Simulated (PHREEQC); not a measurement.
Brine

Make-up at 60 °C: 2 mol/kgw NaOH, 3 mol/kgw KCl, 4.8 mol/kgw NaCl and 2.5 mol/kgw Na2CO3. Closed to the air; pH follows from the charge balance.

All values are PHREEQC results (Pitzer model, pitzer.dat), not measurements.

Precipitation was switched off in this run.

Question: Estimate the pH, ionic strength.

Answer: pH 13.39; ionic strength 17.3 mol/kgw.

The solution is supersaturated, for example in Halite, Sylvite, so a real one may precipitate; this is no full list. Species that the database lacks are ignored. In brines, pH and single-ion activities rest on the MacInnes convention. Away from 25 °C the constants follow the database's enthalpies or fits; those with neither stay at their 25 °C values.
